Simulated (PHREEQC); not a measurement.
Solution A (4.8 mmol/kgw NH4HCO3) is mixed with solution B (0.0017 mol/kgw Rb2SO4 and 0.031 mol/kgw H3PO4) at 25 °C; shares are by mass of water, 1 kg in all. O2 is buffered at 0.21 atm. CO2 from the air is kept out. Nothing may precipitate in this run.

Equilibrium calculation in PHREEQC: ion-association model, wateq4f.dat.

```json
[
 {"share of solution B": "0", "pH": "7.77", "HCO3- (mol/kgw)": "0.00462", "CO2 (mol/kgw)": "0.000163"},
 {"share of solution B": "0.1", "pH": "5.83", "HCO3- (mol/kgw)": "0.00106", "CO2 (mol/kgw)": "0.00326"},
 {"share of solution B": "0.2", "pH": "2.89", "HCO3- (mol/kgw)": "1.42e-6", "CO2 (mol/kgw)": "0.00384"},
 {"share of solution B": "0.3", "pH": "2.53", "HCO3- (mol/kgw)": "5.54e-7", "CO2 (mol/kgw)": "0.00336"},
 {"share of solution B": "0.4", "pH": "2.36", "HCO3- (mol/kgw)": "3.23e-7", "CO2 (mol/kgw)": "0.00288"},
 {"share of solution B": "0.5", "pH": "2.25", "HCO3- (mol/kgw)": "2.09e-7", "CO2 (mol/kgw)": "0.00240"},
 {"share of solution B": "0.6", "pH": "2.17", "HCO3- (mol/kgw)": "1.39e-7", "CO2 (mol/kgw)": "0.00192"},
 {"share of solution B": "0.7", "pH": "2.10", "HCO3- (mol/kgw)": "9.06e-8", "CO2 (mol/kgw)": "0.00144"},
 {"share of solution B": "0.8", "pH": "2.05", "HCO3- (mol/kgw)": "5.36e-8", "CO2 (mol/kgw)": "0.000960"},
 {"share of solution B": "0.9", "pH": "2.00", "HCO3- (mol/kgw)": "2.43e-8", "CO2 (mol/kgw)": "0.000480"},
 {"share of solution B": "1", "pH": "1.96", "HCO3- (mol/kgw)": "0", "CO2 (mol/kgw)": "0"}
]
```

H3PO4, which wateq4f.dat lacks, is added to it with the constant of phreeqc.dat.
